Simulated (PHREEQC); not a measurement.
Consider water at 20 °C with 120 mmol/kgw NH4F. Closed to the air; pH follows from the charge balance.

Model: ion-association model, phreeqc.dat, run in PHREEQC.

Each row changes one thing in this solution. No solid was allowed to form.

```csv
case,pH,ionic strength (mol/kgw),HF (mol/kgw),HF2- (mol/kgw)
as made,6.36,0.120,5.29e-5,2.33e-5
diluted 2-fold with water,6.32,…,…,6.88e-6
0.0018 mol/kgw KCl added,6.36,0.122,5.28e-5,…
NH4F from 0.12 to 0.6 mol/kgw,6.53,0.600,0.000131,0.000276
diluted 10-fold with water,6.29,0.0120,7.45e-6,3.29e-7
NH4F replaced by KHF2 at the same molality,3.01,0.121,0.0890,0.0298
NH4F replaced by NaBF4 at the same molality,2.68,0.122,0.00717,8.96e-5
NH4F from 0.12 to 0.012 mol/kgw,6.29,0.0120,7.45e-6,3.29e-7
```

### Question
What belongs in the gaps?

### Answer

- diluted 2-fold with water, ionic strength (mol/kgw): 0.0600
- diluted 2-fold with water, HF (mol/kgw): 3.12e-5
- 0.0018 mol/kgw KCl added, HF2- (mol/kgw): 2.32e-5
